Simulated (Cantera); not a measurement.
## Equilibrium for thermal oxidation and active oxidation of silicon: Si + N₂O + N₂

A closed system holds: 1 mol Si, 0.26 mol N₂O, 600 mol N₂.

These are equilibrium values from Cantera (NASA tables, ideal gas, pure condensed phases), not measurements of a reactor. Candidate condensed phases: Si, SiO₂, Si₂N₂O, Si₃N₄; 16 gas species. Mutual solubility and eutectic melting of coexisting phases are not modelled. The numbers say what is thermodynamically allowed, not how fast it happens.

Stable condensed phases:

```
T in K \ P in Pa
            0.10    0.60     3.6      22     130     770    4600   28000  170000 1000000
   2098        A       A       A       A       A       A       A       B       C       C
   1998        A       A       A       A       A       A       B       C       C       D
   1898        A       A       A       A       A       A       C       C       D       D
   1798        A       A       A       A       A       B       C       D       D       D
   1698        A       A       A       A       B       C       D       D       D       D
   1598        A       A       A       B       C       D       D       D       D       D
   1498        A       A       B       C       D       D       D       D       D       D
   1398        B       C       C       D       D       D       D       D       D       D
   1298        C       D       D       D       D       D       D       D       D       D
   1198        D       D       D       D       D       D       D       D       D       D
   1098        D       D       D       D       D       D       D       D       D       D
    998        D       D       D       D       D       D       D       D       D       D
```

A: gas only; B: Si; C: Si₃N₄; D: Si₂N₂O + Si₃N₄.
